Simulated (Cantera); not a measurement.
Input (Python, Cantera):

```python
import numpy as np
import cantera as ct

gas = ct.Solution("gri30.yaml")
gas.TPX = 400, 85000, {'CH4': 1, 'O2': 1.25, 'N2': 4.7, 'H2O': 0.24}
inlet = ct.Reservoir(gas, clone=True)
gas.equilibrate("HP")  # start burning
reactor = ct.IdealGasConstPressureReactor(gas, energy="on", clone=False)
exhaust = ct.Reservoir(gas, clone=True)
tau = [0.085, 0.024, 0.007, 0.002, 0.00058, 0.00017, 4.8e-05, 1.4e-05, 4e-06][0]
for a, b in ((inlet, reactor), (reactor, exhaust)):
    ct.MassFlowController(a, b, mdot=lambda t: reactor.mass / tau)
net = ct.ReactorNet([reactor])
show = ['CH4', 'O2', 'H2O', 'C2H', 'C2H4', 'H2O2', 'NO']

rows = []
print(f"{'tau/s':>10s}{'T/K':>9s}" + "".join(f"{s:>11s}" for s in show))
for tau in [0.085, 0.024, 0.007, 0.002, 0.00058, 0.00017, 4.8e-05, 1.4e-05, 4e-06]:
    net.initial_time = 0.0
    net.advance(30 * tau)
    before = gas.X
    net.advance(40 * tau)
    drift = np.max(np.abs(gas.X - before) / (gas.X + 1e-9))
    rows.append([gas.T, *gas[show].X, drift])
    print(f"{tau:10.3e}{gas.T:9.1f}" + "".join(f"{x:11.3e}" for x in gas[show].X))
```

Result:

```
     tau/s      T/K        CH4         O2        H2O        C2H       C2H4       H2O2         NO
 8.500e-02   1871.4  3.598e-03  5.197e-04  1.891e-01  1.149e-07  3.252e-05  5.449e-09  1.709e-05
 2.400e-02   1868.1  4.808e-03  1.351e-03  1.923e-01  2.385e-07  8.722e-05  1.637e-08  1.384e-05
 7.000e-03   1849.9  6.229e-03  3.377e-03  1.942e-01  3.851e-07  2.182e-04  4.925e-08  9.850e-06
 2.000e-03   1779.6  1.010e-02  1.063e-02  1.926e-01  3.772e-07  6.995e-04  1.883e-07  3.340e-06
 5.800e-04    400.0  1.391e-01  1.739e-01  3.338e-02 -1.351e-46 -1.164e-17 -4.160e-20 -7.503e-21
 1.700e-04    400.0  1.391e-01  1.739e-01  3.338e-02  1.099e-54 -2.169e-20 -7.751e-23 -1.398e-23
 4.800e-05    400.0  1.391e-01  1.739e-01  3.338e-02  2.397e-57 -1.370e-21 -4.896e-24 -8.832e-25
 1.400e-05    400.0  1.391e-01  1.739e-01  3.338e-02  8.955e-60 -8.655e-23 -3.093e-25 -5.579e-26
 4.000e-06    400.0  1.391e-01  1.739e-01  3.338e-02  3.630e-62 -5.467e-24 -1.954e-26 -3.524e-27
```

Cantera simulation using GRI-Mech 3.0 (53 species, 325 reactions); the numbers are that mechanism's predictions, not measurements.
